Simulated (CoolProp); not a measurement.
Vapour-liquid equilibrium of ethanol (1) + dimethyl carbonate (2) at 1710 kPa; x and y are mole fractions of (1).

Values from CoolProp's multi-fluid Helmholtz-energy mixture model, Schroeder 2014 and Zhou 2011; pair parameters Bell 2016.

```json
[
 {"x": "0.05", "bubble temperature, mixture model (°C)": "206.6", "bubble temperature, Raoult's law (°C)": "210.3", "y, mixture model": "0.132", "y, Raoult's law": "0.106"},
 {"x": "0.15", "bubble temperature, mixture model (°C)": "195.8", "bubble temperature, Raoult's law (°C)": "204.0", "y, mixture model": "0.320", "y, Raoult's law": "0.282"},
 {"x": "0.25", "bubble temperature, mixture model (°C)": "188.6", "bubble temperature, Raoult's law (°C)": "198.6", "y, mixture model": "0.446", "y, Raoult's law": "0.424"},
 {"x": "0.35", "bubble temperature, mixture model (°C)": "183.6", "bubble temperature, Raoult's law (°C)": "193.9", "y, mixture model": "0.539", "y, Raoult's law": "0.541"},
 {"x": "0.45", "bubble temperature, mixture model (°C)": "180.1", "bubble temperature, Raoult's law (°C)": "189.8", "y, mixture model": "0.612", "y, Raoult's law": "0.640"},
 {"x": "0.55", "bubble temperature, mixture model (°C)": "177.5", "bubble temperature, Raoult's law (°C)": "186.1", "y, mixture model": "0.675", "y, Raoult's law": "0.725"},
 {"x": "0.65", "bubble temperature, mixture model (°C)": "175.6", "bubble temperature, Raoult's law (°C)": "182.8", "y, mixture model": "0.734", "y, Raoult's law": "0.799"},
 {"x": "0.75", "bubble temperature, mixture model (°C)": "174.2", "bubble temperature, Raoult's law (°C)": "179.8", "y, mixture model": "0.796", "y, Raoult's law": "0.864"},
 {"x": "0.85", "bubble temperature, mixture model (°C)": "173.3", "bubble temperature, Raoult's law (°C)": "177.0", "y, mixture model": "0.865", "y, Raoult's law": "0.923"},
 {"x": "0.95", "bubble temperature, mixture model (°C)": "173.1", "bubble temperature, Raoult's law (°C)": "174.5", "y, mixture model": "0.949", "y, Raoult's law": "0.976"}
]
```

The largest gap from Raoult's law is -10.3 K in bubble temperature, at x = 0.35. y crosses x between x = 0.85 and 0.95: the model has an azeotrope there.

The pair parameters rest on a limited set of measurements; away from them the model extrapolates.
